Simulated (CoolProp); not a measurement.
The numbers come from the reference Helmholtz-energy equation of state, Span 2000 in CoolProp.

Task: For nitrogen, give the phase and the Joule-Thomson coefficient (K/MPa), conductivity (mW/(m K)) at 100 K and 4.81 MPa.

Result: 
- 100 K and 4.81 MPa: liquid; Joule-Thomson coefficient -0.167, conductivity 108

Thermal conductivity comes from a separate model (Lemmon 2004).
